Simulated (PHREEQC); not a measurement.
## Phosphoric acid bath: an equilibrium model

Dissolve 0.038 mol H3PO4 and 0.0092 mol K2HPO4 per kg of water at 25 °C. Closed to the air; pH follows from the charge balance.

The numbers come from PHREEQC with the ion-association model, phreeqc.dat.

```json
{
 "pH": "2.18",
 "ionic_strength": "0.0258 mol/kgw",
 "specific_conductance": "4290 µS/cm",
 "total_alkalinity": "-28.8 meq/kg"
}
```

```
species  molality  activity   log γ
-------  --------  --------  ------
H2PO4-     0.0258    0.0223  -0.064
H3PO4      0.0214    0.0215   0.003
K+         0.0184    0.0157  -0.069
H+        0.00744   0.00654  -0.056
HPO4-2    3.85e-7   2.12e-7  -0.259
KHPO4-    7.51e-9   6.48e-9  -0.064
```

No solid was allowed to form. Species that the database lacks are ignored.
